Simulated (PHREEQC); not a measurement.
## Spent oxide etchant: speciation

A solution holds 0.079 mol HF, 0.00014 mol (NH4)2SiF6, 0.041 mol HBF4 and 0.15 mol HCl per kg of water, at 45 °C. Closed to the air; pH follows from the charge balance.

Equilibrium calculation in PHREEQC: ion-association model, wateq4f.dat.

This is a speciation only: nothing precipitates in the calculation.

**Question.** Estimate the pH, ionic strength, activity of water.

**Answer.** pH 0.82; ionic strength 0.192 mol/kgw; activity of water 0.992.

**Question.** In which forms is F present?

**Answer.** BF4- 67 %, HF 28 %, H2F2 4.8 % of the F.

Constants without temperature data keep their 25 °C values here. SiF6-2 is the database's only silicon fluoride. Real BF4- forms and hydrolyses slowly; the run takes it at equilibrium.
